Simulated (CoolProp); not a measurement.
A Linde-Hampson liquefier for ethylene: isothermal reversible compression at 300 K from 1 atm to 20 MPa, throttling to 1 atm, return gas leaving the recuperator 2 K below the feed. Each further row changes one setting.

Computed with CoolProp (reference Helmholtz-energy equation of state, Smukala 2000).

```
case                        liquid yield per pass  compression work (kJ/kg of gas)
--------------------------  ---------------------  -------------------------------
as stated                                   0.475                              373
high pressure 40 MPa                        0.473                       (withheld)
warm-end temperature 330 K                  0.384                       (withheld)
warm-end gap 7 K                       (withheld)                              373
```

### Question
What belongs in the gaps?

### Answer

- high pressure 40 MPa, compression work (kJ/kg of gas): 420
- warm-end temperature 330 K, compression work (kJ/kg of gas): 440
- warm-end gap 7 K, liquid yield per pass: 0.468
